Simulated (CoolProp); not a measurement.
A single-stage vapour-compression cycle with n-perfluorobutane: evaporating at 275.15 K (dew point), condensing at 319.15 K (bubble point), superheat 5 K, subcooling 2 K, compressor efficiency 0.75, no pressure losses. Each further row changes one setting.

Model: reference Helmholtz-energy equation of state, Gao 2022, in CoolProp.

```json
[
 {"case": "as stated", "cooling COP": "3.14", "pressure ratio": "4.20", "discharge temperature (K)": "319.2", "refrigerating effect (kJ/kg)": "52.4", "volumetric capacity (kJ/m³)": "670"},
 {"case": "evaporating temperature 280.15 K", "cooling COP": "3.84", "pressure ratio": "(withheld)", "discharge temperature (K)": "319.2", "refrigerating effect (kJ/kg)": "(withheld)", "volumetric capacity (kJ/m³)": "(withheld)"},
 {"case": "condensing temperature 314.15 K", "cooling COP": "3.82", "pressure ratio": "3.65", "discharge temperature (K)": "314.1", "refrigerating effect (kJ/kg)": "58.3", "volumetric capacity (kJ/m³)": "746"},
 {"case": "subcooling 7 K", "cooling COP": "(withheld)", "pressure ratio": "4.20", "discharge temperature (K)": "319.2", "refrigerating effect (kJ/kg)": "58.3", "volumetric capacity (kJ/m³)": "746"},
 {"case": "superheat 15 K", "cooling COP": "3.38", "pressure ratio": "4.20", "discharge temperature (K)": "319.2", "refrigerating effect (kJ/kg)": "61.0", "volumetric capacity (kJ/m³)": "(withheld)"},
 {"case": "compressor efficiency 0.65", "cooling COP": "2.72", "pressure ratio": "4.20", "discharge temperature (K)": "319.2", "refrigerating effect (kJ/kg)": "52.4", "volumetric capacity (kJ/m³)": "670"}
]
```

Question: Fill in the missing entries.

Answer: 
- evaporating temperature 280.15 K, pressure ratio: 3.47
- evaporating temperature 280.15 K, refrigerating effect (kJ/kg): 56.4
- evaporating temperature 280.15 K, volumetric capacity (kJ/m³): 863
- subcooling 7 K, cooling COP: 3.50
- superheat 15 K, volumetric capacity (kJ/m³): 749

The compression ends wet for: as stated; evaporating temperature 280.15 K; condensing temperature 314.15 K; subcooling 7 K; superheat 15 K; compressor efficiency 0.65.
